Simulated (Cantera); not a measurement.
A perfectly stirred reactor is fed with 43.5 % N2O, 56.5 % O2, at 21000 Pa; it is held at 1200 K, and followed from long to short residence time.

Model: GRI-Mech 3.0 (53 species, 325 reactions), integrated in Cantera. GRI-Mech 3.0 was tuned for natural gas; its chemistry of N2O as a main component is partial and can be far from experiment. The mechanism lacks the step 2 NO + O2 → 2 NO2, which can matter for NO2 below about 1400 K. The temperature is held fixed by assumption; the heat of reaction is taken as removed at once.

x: mole fraction; the columns are a selection and need not sum to one.

```csv
τ (s),x N2O,x O2,x N2,x NO,x O,x NO2
1.7,0.345,0.577,0.0702,0.00765,1.76e-6,1.95e-5
0.53,0.402,0.570,[?],[?],1.80e-6,[?]
0.16,0.424,0.567,0.00823,0.000908,1.81e-6,1.73e-6
0.051,0.431,0.566,0.00267,0.000295,1.81e-6,3.54e-7
0.016,0.434,0.565,[?],[?],1.80e-6,[?]
0.0049,0.434,0.565,0.000257,2.82e-5,1.79e-6,5.50e-9
0.0015,0.435,0.565,7.76e-5,8.39e-6,1.73e-6,5.15e-10
0.00047,0.435,0.565,2.34e-5,2.41e-6,1.59e-6,4.36e-11
0.00015,0.435,0.565,6.78e-6,6.11e-7,1.26e-6,2.91e-12
```

Fill in the missing entries.


- 0.53, x N2: 0.0257
- 0.53, x NO: 0.00283
- 0.53, x NO2: 6.70e-6
- 0.016, x N2: 0.000840
- 0.016, x NO: 9.28e-5
- 0.016, x NO2: 5.09e-8
